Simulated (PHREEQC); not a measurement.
Make-up at 25 °C: 0.056 mol Na2SO4, 0.0012 mol HNO3 and 0.00059 mol CdBr2 per kg of water. Closed to the air; pH follows from the charge balance.

Equilibrium calculation in PHREEQC: ion-association model, phreeqc.dat.

Precipitation was switched off in this run.

Q: Estimate the pH, density.

A: pH 3.42; density 1.004 g/cm³.

Q: In which forms is Na present?

A: Na+ 93 %, NaSO4- 7.0 % of the Na.
